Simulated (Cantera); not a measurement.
An isothermal, constant-pressure homogeneous reactor starts with H₂ : O₂ = 0.015 : 1 (molar parts), equivalence ratio 0.0075, at 1098 K and 20.0 Torr.

Detailed kinetics in Cantera: the H2/O2 subset of GRI-Mech 3.0, which has no nitrogen chemistry. Radical loss at walls, strong at low pressure, is not modelled.

x: mole fraction; the columns are a selection and need not sum to one.

```tsv
t (s)	x H₂	x O₂	x O	x HO₂	x H₂O₂
1.00e-5	0.0148	0.985	4.16e-12	3.24e-11	<1e-12
4.76e-5	0.0148	0.985	7.02e-11	1.55e-10	<1e-12
0.000227	0.0148	0.985	8.96e-10	7.45e-10	<1e-12
0.00108	0.0148	0.985	4.71e-8	4.18e-9	1.85e-12
0.00514	0.00257	0.976	0.00750	5.98e-6	3.15e-7
0.0245	4.50e-5	0.980	0.00443	2.70e-6	5.64e-8
0.117	5.61e-6	0.984	0.000572	9.59e-7	4.23e-8
0.556	3.50e-7	0.985	3.81e-5	1.58e-7	1.54e-8
2.65	…	0.985	…	…	…
12.6	3.00e-9	0.985	3.64e-7	2.96e-9	4.48e-10
60.0	4.85e-10	0.985	…	…	8.26e-11
```

**Question.** Fill in the missing entries.

**Answer.** 
- 2.65, x H₂: 2.59e-8
- 2.65, x O: 3.01e-6
- 2.65, x HO₂: 1.89e-8
- 2.65, x H₂O₂: 2.78e-9
- 60.0, x O: 6.03e-8
- 60.0, x HO₂: 1.36e-9
